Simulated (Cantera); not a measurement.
An isothermal, constant-pressure homogeneous reactor starts with CH4 : H2O = 1 : 2.5 (molar parts), at 1473 K and 1400000 Pa. Integrator tolerance rtol = 1e-08.

Model: GRI-Mech 3.0 (53 species, 325 reactions), integrated in Cantera. The pressure lies above the range GRI-Mech 3.0 was tuned for (to about 10 atm).

### Question
What does this change do: temperature 1473 to 1650 K?

### Answer
| quantity | before | after |
|---|---|---|
| x(CH4) at 40.0 s | 0.0677 (gas-phase equilibrium 0.000139) | 1.80e-5 (gas-phase equilibrium 1.91e-5) |
| x(H2O) at 40.0 s | 0.346 (gas-phase equilibrium 0.246) | 0.251 (gas-phase equilibrium 0.251) |
| x(HCO) at 40.0 s | 6.00e-9 (gas-phase equilibrium 1.00e-8) | 3.85e-8 (gas-phase equilibrium 3.85e-8) |
| x(O) at 40.0 s | <1e-12 (gas-phase equilibrium <1e-12) | 9.72e-12 (gas-phase equilibrium 9.72e-12) |
| x(CH3) at 40.0 s | 6.93e-6 (gas-phase equilibrium 1.26e-8) | 1.19e-8 (gas-phase equilibrium 1.26e-8) |
| x(CH2CO) at 40.0 s | 2.74e-7 (gas-phase equilibrium 5.66e-10) | 2.83e-10 (gas-phase equilibrium 3.02e-10) |
| x(C2H4) at 40.0 s | 0.000464 (gas-phase equilibrium 1.20e-9) | 1.37e-10 (gas-phase equilibrium 1.53e-10) |

### Question
What does this change do: temperature 1473 to 2075 K?

### Answer
```csv
quantity,before,after
x(CH4) at 40.0 s,0.0677 (gas-phase equilibrium 0.000139),6.12e-7 (gas-phase equilibrium 6.77e-7)
x(H2O) at 40.0 s,0.346 (gas-phase equilibrium 0.246),0.257 (gas-phase equilibrium 0.257)
x(HCO) at 40.0 s,6.00e-9 (gas-phase equilibrium 1.00e-8),3.77e-7 (gas-phase equilibrium 3.77e-7)
x(O) at 40.0 s,<1e-12 (gas-phase equilibrium <1e-12),1.92e-8 (gas-phase equilibrium 1.92e-8)
x(CH3) at 40.0 s,6.93e-6 (gas-phase equilibrium 1.26e-8),1.14e-8 (gas-phase equilibrium 1.26e-8)
x(CH2CO) at 40.0 s,2.74e-7 (gas-phase equilibrium 5.66e-10),9.50e-11 (gas-phase equilibrium 1.05e-10)
x(C2H4) at 40.0 s,0.000464 (gas-phase equilibrium 1.20e-9),4.22e-12 (gas-phase equilibrium 4.75e-12)
```

### Question
What does this change do: pressure from 1400000 Pa to 890000 Pa?

### Answer
```json
[
 {"quantity": "x(CH4) at 40.0 s", "before": "0.0677 (gas-phase equilibrium 0.000139)", "after": "0.0668 (gas-phase equilibrium 5.62e-5)"},
 {"quantity": "x(H2O) at 40.0 s", "before": "0.346 (gas-phase equilibrium 0.246)", "after": "0.347 (gas-phase equilibrium 0.246)"},
 {"quantity": "x(HCO) at 40.0 s", "before": "6.00e-9 (gas-phase equilibrium 1.00e-8)", "after": "4.78e-9 (gas-phase equilibrium 8.01e-9)"},
 {"quantity": "x(O) at 40.0 s", "before": "<1e-12 (gas-phase equilibrium <1e-12)", "after": "<1e-12 (gas-phase equilibrium <1e-12)"},
 {"quantity": "x(CH3) at 40.0 s", "before": "6.93e-6 (gas-phase equilibrium 1.26e-8)", "after": "8.57e-6 (gas-phase equilibrium 6.39e-9)"},
 {"quantity": "x(CH2CO) at 40.0 s", "before": "2.74e-7 (gas-phase equilibrium 5.66e-10)", "after": "3.41e-7 (gas-phase equilibrium 2.29e-10)"},
 {"quantity": "x(C2H4) at 40.0 s", "before": "0.000464 (gas-phase equilibrium 1.20e-9)", "after": "0.000707 (gas-phase equilibrium 3.10e-10)"}
]
```
